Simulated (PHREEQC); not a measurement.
## Spent oxide etchant (model solution)

Solution (25 °C): 0.081 mol NH4HF2, 0.00059 mol H2SiF6 and 0.07 mol H3PO4 per kg of water. Closed to the air; pH follows from the charge balance.

The numbers come from PHREEQC with the ion-association model, phreeqc.dat.

Precipitation was switched off in this run.

### Question
What pH, ionic strength, density does the model give?

### Answer
pH 2.40; ionic strength 0.0864 mol/kgw; density 1.003 g/cm³.

### Question
In which forms is P present?

### Answer
H2PO4- 69 %, H3PO4 31 % of the P.

Species that the database lacks are ignored. SiF6-2 is the database's only silicon fluoride.
